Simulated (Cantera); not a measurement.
Charge: 1 mol CH3SiCl3, 0.11 mol C2H2, 250 mol H2, 0.0081 mol C2H4, held at 1975 K.

Method: chemical equilibrium by Gibbs-energy minimisation in Cantera with the NASA 1993 tables (ideal gas, pure condensed phases). Candidate condensed phases: C, C6H6, C7H8, C8H18, Si, SiC; 109 gas species. The feed counts by its element totals alone. Rates play no part.

### Question
Which condensed phases are stable at each of these points (P (Pa)): 100, 240, 560, 1300, 3200, 7500, 18000, 42000, 100000?

### Answer
```
P (Pa)      condensed phases  Si condensed (%)
------  --------------------  ----------------
100     C(graphite) + SiC(s)              52.6
240     C(graphite) + SiC(s)              79.8
560                   SiC(s)              90.8
1300                  SiC(s)              95.3
3200                  SiC(s)              97.5
7500                  SiC(s)              98.5
18000                 SiC(s)              98.9
42000                 SiC(s)              99.1
100000                SiC(s)              99.1
```

From 0.750 Torr to 1.80 Torr the condensed part is C(graphite) + SiC(s). From 4.20 Torr to 750 Torr the condensed part is SiC(s).
